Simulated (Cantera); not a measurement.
Equilibrium for silicon carbide growth: (CH3)2SiCl2 + HCl + H2

Charge: 1 mol (CH3)2SiCl2, 0.37 mol HCl, 1 mol H2, at 15.8 Torr.

Cantera equilibrium calculation (NASA polynomials, part measured and part estimated; ideal gas, pure solids and liquids). Candidate condensed phases: C, C6H6, C7H8, C8H18, Si, SiC; 109 gas species. The feed counts by its element totals alone. The tables' values for SiCl, SiCl3 are old estimates; treat these amounts as uncertain. Gases not in the tables: Si2H6 and higher silanes. Equilibrium is a limit: real reactors are often held back by kinetics, nucleation or transport.

From 1450 K to 2450 K the condensed part is C(graphite) + SiC(s). At 2550 K the condensed part is C(graphite). The main Si-bearing gas is SiCl2 at 1450 K and Si at 2550 K. The share of Si in condensed phases is highest at 1450 K (95.2 %) and lowest at 2550 K (0.0 %).

| T (K) | x H2 | x HCl | x H | x Si | x Cl | x SiCl2 | x SiC2 | x SiCl | n C(graphite) | n SiC(s) |
|---|---|---|---|---|---|---|---|---|---|---|
| 1450 | 0.571 | 0.419 | 4.93e-5 | 8.72e-10 | 2.95e-5 | 0.00565 | <1e-12 | 7.95e-8 | 1.05 | 0.952 |
| 1550 | 0.571 | 0.418 | 0.000164 | 1.39e-8 | 9.58e-5 | 0.00895 | 3.68e-11 | 5.39e-7 | 1.06 | 0.942 |
| 1650 | 0.574 | 0.411 | 0.000475 | 1.58e-7 | 0.000267 | 0.0130 | 8.85e-10 | 2.84e-6 | 1.08 | 0.923 |
| 1750 | 0.577 | 0.402 | 0.00122 | 1.36e-6 | 0.000655 | 0.0177 | 1.47e-8 | 1.23e-5 | 1.10 | 0.900 |
| 1850 | 0.581 | 0.391 | 0.00283 | 9.24e-6 | 0.00145 | 0.0229 | 1.79e-7 | 4.46e-5 | 1.13 | 0.873 |
| 1950 | 0.584 | 0.378 | 0.00604 | 5.14e-5 | 0.00293 | 0.0282 | 1.68e-6 | 0.000140 | 1.15 | 0.843 |
| 2050 | 0.584 | 0.363 | 0.0120 | 0.000242 | 0.00550 | 0.0335 | 1.26e-5 | 0.000391 | 1.18 | 0.812 |
| 2150 | 0.581 | 0.345 | 0.0222 | 0.000981 | 0.00965 | 0.0383 | 7.76e-5 | 0.000978 | 1.21 | 0.777 |
| 2250 | 0.571 | 0.324 | 0.0387 | 0.00351 | 0.0159 | 0.0421 | 0.000406 | 0.00222 | 1.25 | 0.727 |
| 2350 | 0.549 | 0.296 | 0.0637 | 0.0113 | 0.0247 | 0.0441 | 0.00184 | 0.00461 | 1.31 | 0.630 |
| 2450 | 0.505 | 0.259 | 0.0985 | 0.0328 | 0.0358 | 0.0432 | 0.00734 | 0.00871 | 1.45 | 0.381 |
| 2550 | 0.435 | 0.224 | 0.142 | 0.0660 | 0.0515 | 0.0331 | 0.0197 | 0.0120 | 1.60 | 0 |
x: gas mole fraction; n: condensed amount in mol.
